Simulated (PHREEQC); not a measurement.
**Polishing slurry liquid**

Consider water at 15 °C with 0.26 mol/kgw K2CO3 and 0.019 mol/kgw CO2. Closed to the air; pH follows from the charge balance.

Model: ion-association model, phreeqc.dat, run in PHREEQC.

Each row changes one thing in this solution. This is a speciation only: nothing precipitates in the calculation.

| case | pH | ionic strength (mol/kgw) | CO3-2 (mol/kgw) | HCO3- (mol/kgw) | CO2 (mol/kgw) |
|---|---|---|---|---|---|
| as made | 10.71 | 0.761 | 0.241 | 0.0384 | 1.13e-6 |
| K2CO3 from 0.26 to 0.13 mol/kgw | 10.45 | 0.371 | 0.111 | 0.0382 | 2.34e-6 |
| K2CO3 left out | 4.07 | 8.58e-5 | 3.89e-11 | 8.58e-5 | 0.0189 |
| 0.0026 mol/kgw HF added | 10.68 | ? | 0.238 | 0.0410 | 1.30e-6 |
| K2CO3 from 0.26 to 0.234 mol/kgw | 10.67 | ? | 0.215 | ? | ? |
| diluted 2-fold with water | 10.78 | 0.380 | 0.120 | 0.0194 | 5.60e-7 |
| K2CO3 replaced by KF at the same molality | 5.32 | 0.260 | 3.76e-8 | 0.00193 | 0.0171 |
| 0.0068 mol/kgw KCl added | 10.71 | 0.767 | 0.241 | 0.0384 | 1.13e-6 |
| 0.0098 mol/kgw HF added | 10.59 | 0.751 | 0.231 | 0.0481 | ? |

What belongs in the gaps?


- 0.0026 mol/kgw HF added, ionic strength (mol/kgw): 0.758
- K2CO3 from 0.26 to 0.234 mol/kgw, ionic strength (mol/kgw): 0.683
- K2CO3 from 0.26 to 0.234 mol/kgw, HCO3- (mol/kgw): 0.0383
- K2CO3 from 0.26 to 0.234 mol/kgw, CO2 (mol/kgw): 1.26e-6
- 0.0098 mol/kgw HF added, CO2 (mol/kgw): 1.84e-6

The ionic strength passes 0.7 mol/kgw, the rough limit of the ion-association models, in as made; 0.0026 mol/kgw HF added; 0.0068 mol/kgw KCl added; 0.0098 mol/kgw HF added.
